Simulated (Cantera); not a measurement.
Cantera run, input and output.

```python
import numpy as np
import cantera as ct

gas = ct.Solution("gri30.yaml")
gas.TPX = 1375, 210, {'H2': 0.019, 'O2': 1}
reactor = ct.IdealGasConstPressureReactor(gas, energy="off", clone=False)
net = ct.ReactorNet([reactor])
net.rtol, net.atol = 1e-08, 1e-18
show = ['H2', 'O2', 'H', 'HO2', 'OH', 'H2O2']
times = np.geomspace(0.0004, 20, 13)

steps = ct.SolutionArray(gas, extra=["t"])
rows = []
print(f"{'t/s':>10s}{'T/K':>9s}{'P/Pa':>11s}" + "".join(f"{s:>11s}" for s in show))
for t in times:
    while net.time < t:
        t_next = net.step()
        steps.append(gas.state, t=t_next)
    rows.append([np.interp(t, steps.t, y) for y in (steps.T, steps.P, *steps(*show).X.T)])
    print(f"{t:10.3e}{rows[-1][0]:9.1f}{rows[-1][1]:11.4g}" + "".join(f"{x:11.3e}" for x in rows[-1][2:]))
rate = np.gradient(steps.T, steps.t)
print("integrator steps:", len(steps.t))
if steps.T.max() > steps.T[0] + 200:
    print(f"time of steepest temperature rise: {steps.t[rate.argmax()]:.4e} s")
gas.TPX = 1375, 210, {'H2': 0.019, 'O2': 1}
gas.equilibrate("TP")
print(f"equilibrium (TP): T = {gas.T:.1f} K  " + "  ".join(f"{s} {gas[s].X[0]:.3e}" for s in show))
```

Result:

```
       t/s      T/K       P/Pa         H2         O2          H        HO2         OH       H2O2
 4.000e-04   1375.0        210  1.865e-02  9.814e-01  7.755e-09  1.894e-08  1.287e-08  3.426e-12
 9.855e-04   1375.0        210  1.865e-02  9.814e-01  1.495e-08  4.664e-08  4.836e-08  2.035e-11
 2.428e-03   1375.0        210  1.865e-02  9.814e-01  5.592e-08  1.148e-07  2.522e-07  1.173e-10
 5.981e-03   1375.0        210  1.864e-02  9.813e-01  1.055e-06  2.809e-07  5.207e-06  6.287e-10
 1.474e-02   1375.0        210  1.164e-02  9.751e-01  7.380e-04  1.736e-07  2.897e-03  5.354e-09
 3.630e-02   1375.0        210  1.361e-04  9.639e-01  1.005e-03  1.310e-07  2.295e-03  3.494e-09
 8.944e-02   1375.0        210  1.324e-04  9.640e-01  9.905e-04  1.302e-07  2.276e-03  3.458e-09
 2.204e-01   1375.0        210  1.304e-04  9.643e-01  9.674e-04  1.293e-07  2.259e-03  3.447e-09
 5.429e-01   1375.0        210  1.258e-04  9.649e-01  9.135e-04  1.273e-07  2.220e-03  3.418e-09
 1.337e+00   1375.0        210  1.153e-04  9.663e-01  7.961e-04  1.223e-07  2.127e-03  3.346e-09
 3.295e+00   1375.0        210  9.410e-05  9.691e-01  5.790e-04  1.113e-07  1.924e-03  3.168e-09
 8.118e+00   1375.0        210  6.073e-05  9.734e-01  2.940e-04  8.968e-08  1.549e-03  2.758e-09
 2.000e+01   1375.0        210  2.702e-05  9.776e-01  8.536e-05  5.799e-08  1.036e-03  2.010e-09
integrator steps: 704
equilibrium (TP): T = 1375.0 K  H2 1.274e-07  O2 9.811e-01  H 2.687e-08  HO2 2.164e-08  OH 7.128e-05  H2O2 8.055e-11
```

Model: GRI-Mech 3.0 (53 species, 325 reactions), integrated in Cantera. Radical loss at walls, strong at low pressure, is not modelled.
